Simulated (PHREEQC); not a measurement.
0.83 g of hydrous ferric oxide (600 m²/g; 0.2 weak and 0.005 strong sites per Fe, Dzombak-Morel constants, diffuse double layer) in 1 kg of water with 0.1 mol/kgw of an inert sodium salt and 5e-06 mol/kgw NaH2PO4, 0.0006 mol/kgw Na2SeO4 and 0.0052 mol/kgw H3BO3, at 25 °C; the pH is set by adding NaOH or the inert anion's acid. Oxygen alone is held at its pressure in air (log pO2 = -0.68). The system is closed to CO2. Nothing may precipitate in this run.

Model: ion-association model, wateq4f.dat, run in PHREEQC.

Q: Predict Se sorbed (%), B sorbed (%) at pH = 6.25, 7.38.

A: 
| pH | Se sorbed (%) | B sorbed (%) |
|---|---|---|
| 6.25 | 34.9 | 0.4 |
| 7.38 | 4.1 | 0.6 |

Complexes and solids missing from the database can't appear. H3PO4, which wateq4f.dat lacks, is added to it with the constant of phreeqc.dat.
